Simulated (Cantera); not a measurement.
Input: 1 mol N2O, 0.66 mol O2, 15 mol H2, equilibrated at 6.40 bar.

These are equilibrium values from Cantera (NASA tables, ideal gas, pure condensed phases), not measurements of a reactor. Candidate condensed phases: H2O; 47 gas species. Ions and electrons are included (thermal ionisation). Kinetics and transport are ignored.

x: gas mole fraction; nothing condenses.

```csv
T (°C),x H,x H2,x H2O,x N2,x O,x OH,x NO
1727,0.000572,0.792,0.145,0.0625,5.52e-9,1.05e-5,[?]
1977,0.00261,0.790,0.145,0.0624,1.64e-7,7.18e-5,[?]
2227,0.00880,0.785,0.144,0.0622,2.47e-6,0.000335,[?]
2477,0.0237,0.771,0.142,0.0617,2.29e-5,0.00117,[?]
2727,0.0539,0.745,0.137,0.0606,0.000146,0.00330,[?]
2977,0.106,0.699,0.128,0.0587,0.000697,0.00770,[?]
3227,0.185,0.629,0.111,0.0557,0.00259,0.0151,[?]
3477,0.291,0.537,0.0867,0.0515,0.00757,0.0245,[?]
3727,0.414,0.431,0.0571,0.0464,0.0173,0.0320,[?]
3977,0.539,0.322,0.0307,0.0412,0.0306,0.0330,0.00228
4227,0.649,0.225,0.0137,0.0369,0.0436,0.0277,0.00236
4477,0.733,0.150,0.00543,0.0337,0.0532,0.0201,[?]
4727,0.792,0.0971,0.00205,0.0313,0.0593,0.0135,[?]
```

Fill in the missing entries.


- 1727, x NO: 9.82e-8
- 1977, x NO: 9.72e-7
- 2227, x NO: 6.08e-6
- 2477, x NO: 2.72e-5
- 2727, x NO: 9.44e-5
- 2977, x NO: 0.000265
- 3227, x NO: 0.000618
- 3477, x NO: 0.00119
- 3727, x NO: 0.00183
- 4477, x NO: 0.00217
- 4727, x NO: 0.00188
